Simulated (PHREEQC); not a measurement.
Dissolve 0.02 mol LiOH, 2.8e-05 mol CO2 and 0.18 mol Na2CO3 per kg of water at 20 °C. Closed to the air; pH follows from the charge balance.

All values are PHREEQC results (ion-association model, phreeqc.dat), not measurements.

**Question.** The ionic strength comes out as 0.382 mol/kgw. What activity coefficients do CO3-2, HCO3-, NaCO3-, Na+, OH- get?

**Answer.** CO3-2 0.25, HCO3- 0.71, NaCO3- 0.73, Na+ 0.72, OH- 0.66.

No solid was allowed to form. Complexes and solids missing from the database can't appear.
